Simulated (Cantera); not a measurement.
A Cantera script and what it prints.

```python
import numpy as np
import cantera as ct

gas_names = """
    H HO2 H2 H2O H2O2 O OH O2 O3 Si SiH SiH2 SiH3 SiH4 SiO SiO2 Si2 Si3
""".split()
cond_names = """
    H2O(s) H2O(L) Si(cr) Si(L) SiO2(Lqz) SiO2(hqz) SiO2(L)
""".split()


def load(file, names, dense=False):
    # The tables refer to 1 bar. Condensed volumes are neglected.
    table = {s.name: s for s in ct.Species.list_from_file(file)}
    out = []
    for n in names:
        d = dict(table[n].input_data)
        d["thermo"] = dict(d["thermo"], **{"reference-pressure": 1e5})
        if dense:
            d["equation-of-state"] = {"model": "constant-volume", "density": "1e6 g/cm^3"}
        out.append(ct.Species.from_dict(d))
    return out


gas = ct.Solution(thermo="ideal-gas", species=load("nasa_gas.yaml", gas_names))
cond = {s.name: ct.Solution(thermo="fixed-stoichiometry", species=[s], name=s.name)
        for s in load("nasa_condensed.yaml", cond_names, dense=True)}
atoms = {
    'SiH4': {'Si': 1, 'H': 4},
    'O3': {'O': 3},
    'H2': {'H': 2},
}
top_T = {}  # K; cautious upper limits of use, not melting points


def equilibrate(T, P, feed):
    n = {}
    for name, mol in feed.items():
        for a, k in atoms[name].items():
            n[a] = n.get(a, 0.0) + k * mol
    gas.TPX = T, P, n
    mass = sum(n.values()) * gas.mean_molecular_weight
    gas.equilibrate("TP")
    valid = [c for c in cond.values() if c.min_temp <= T <= top_T.get(c.name, c.max_temp)]
    mix = ct.Mixture([(gas, mass / gas.mean_molecular_weight)] + [(c, 0.0) for c in valid])
    mix.T, mix.P = T, P
    mix.equilibrate("TP", solver="vcs", rtol=1e-11, max_steps=5000)
    return mix


results = []
feed = {'SiH4': 1, 'O3': 0.7, 'H2': 0.33}  # mol
P = 133.322  # Pa
for T in [523, 623, 723, 823, 923, 1023, 1123, 1223, 1323, 1423, 1523, 1623, 1723, 1823]:
    mix = equilibrate(T, P, feed)
    results.append((T, P, feed, dict(zip(mix.species_names, mix.species_moles))))
    x = sorted(zip(gas.X, gas.species_names), reverse=True)
    print(f"T = {T:g} K  P = {P:g} Pa  gas = {mix.phase_moles(0):.4g} mol")
    print("   x: " + "  ".join(f"{s} {v:.3e}" for v, s in x if v > 1e-05))
    print("   condensed (mol): " + ("  ".join(f"{mix.phase(i).name} {mix.phase_moles(i):.4g}"
          for i in range(1, mix.n_phases) if mix.phase_moles(i) > 1e-12) or "none"))
```

It prints:

```
T = 523 K  P = 133.322 Pa  gas = 2.33 mol
   x: H2 9.571e-01  H2O 4.292e-02
   condensed (mol): SiO2(Lqz) 1
T = 623 K  P = 133.322 Pa  gas = 2.33 mol
   x: H2 9.571e-01  H2O 4.292e-02
   condensed (mol): SiO2(Lqz) 1
T = 723 K  P = 133.322 Pa  gas = 2.33 mol
   x: H2 9.571e-01  H2O 4.292e-02
   condensed (mol): SiO2(Lqz) 1
T = 823 K  P = 133.322 Pa  gas = 2.33 mol
   x: H2 9.571e-01  H2O 4.292e-02
   condensed (mol): SiO2(Lqz) 1
T = 923 K  P = 133.322 Pa  gas = 2.33 mol
   x: H2 9.571e-01  H2O 4.292e-02
   condensed (mol): SiO2(hqz) 1
T = 1023 K  P = 133.322 Pa  gas = 2.33 mol
   x: H2 9.571e-01  H2O 4.292e-02
   condensed (mol): SiO2(hqz) 1
T = 1123 K  P = 133.322 Pa  gas = 2.33 mol
   x: H2 9.571e-01  H2O 4.292e-02
   condensed (mol): SiO2(hqz) 1
T = 1223 K  P = 133.322 Pa  gas = 2.33 mol
   x: H2 9.571e-01  H2O 4.292e-02
   condensed (mol): SiO2(hqz) 1
T = 1323 K  P = 133.322 Pa  gas = 2.33 mol
   x: H2 9.570e-01  H2O 4.292e-02  H 4.249e-05
   condensed (mol): SiO2(hqz) 1
T = 1423 K  P = 133.322 Pa  gas = 2.33 mol
   x: H2 9.569e-01  H2O 4.292e-02  H 1.780e-04
   condensed (mol): SiO2(hqz) 1
T = 1523 K  P = 133.322 Pa  gas = 2.331 mol
   x: H2 9.564e-01  H2O 4.296e-02  H 6.190e-04  SiO 5.510e-05
   condensed (mol): SiO2(hqz) 0.9999
T = 1623 K  P = 133.322 Pa  gas = 2.334 mol
   x: H2 9.538e-01  H2O 4.359e-02  H 1.849e-03  SiO 7.473e-04
   condensed (mol): SiO2(hqz) 0.9983
T = 1723 K  P = 133.322 Pa  gas = 2.351 mol
   x: H2 9.396e-01  H2O 4.906e-02  SiO 6.536e-03  H 4.841e-03  OH 1.386e-05
   condensed (mol): SiO2(L) 0.9846
T = 1823 K  P = 133.322 Pa  gas = 2.419 mol
   x: H2 8.850e-01  H2O 7.253e-02  SiO 3.126e-02  H 1.116e-02  OH 6.366e-05
   condensed (mol): SiO2(L) 0.9244
```

Method: chemical equilibrium by Gibbs-energy minimisation in Cantera with the NASA 1993 tables (ideal gas, pure condensed phases). The tables hold silica as quartz up to 1696 K and as liquid above; real silica turns to tridymite and cristobalite and melts near 1996 K.
